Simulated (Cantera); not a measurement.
A closed system holds: 1 mol SiC, 0.72 mol H₂O, 3.1 mol N₂, equilibrated at 1075 °C and 3530 Torr.

These are equilibrium values from Cantera (NASA tables, ideal gas, pure condensed phases), not measurements of a reactor. Candidate condensed phases: C, C₆H₆, C₇H₈, C₈H₁₈, H₂O, Si, SiC, SiO₂, Si₂N₂O, Si₃N₄; 151 gas species. N₂ is the only nitrogen source here; it is nearly inert below about 1500 K, so the nitride shown seldom forms there in practice. Mutual solubility and eutectic melting of coexisting phases are not modelled. The tables hold silica as quartz up to 1696 K and as liquid above; real silica turns to tridymite and cristobalite and melts near 1996 K. Kinetics and transport are ignored.

Base state: N₂ 0.763, H₂ 0.206, CO 0.0300, CH₄ 0.00116, H₂O 0.000169, HCN 0.000127, NH₃ 3.94e-5, CO₂ 1.26e-5 (mole fractions); condensed: C(graphite) + SiO₂(β-quartz) + Si₂N₂O(s).

### Question
What changes in the equilibrium state with this change: SiC replaced by Si₃N₄?

### Answer
```csv
species,before,after
N₂,0.763,0.823
H₂,0.206,0.177
NH₃,3.94e-5,3.28e-5
CO,0.0300,0
CH₄,0.00116,0
HCN,0.000127,0
"C(graphite), mol",0.892,0
"SiO₂(β-quartz), mol",0.0771,0
"Si₂N₂O(s), mol",0.461,0.720
"Si₃N₄(s), mol",0,0.520
```

### Question
What changes in the equilibrium state with this change: H₂O from 0.72 to 0.02 mol?

### Answer
```csv
species,before,after
N₂,0.763,0.992
H₂,0.206,0.00811
HCN,0.000127,2.87e-5
CO,0.0300,1.64e-6
H₂O,0.000169,<1e-9
CO₂,1.26e-5,<1e-9
CH₄,0.00116,1.80e-6
NH₃,3.94e-5,3.52e-7
"C(graphite), mol",0.892,1.000
"SiO₂(β-quartz), mol",0.0771,0
"Si₂N₂O(s), mol",0.461,0.0200
"Si₃N₄(s), mol",0,0.320
```
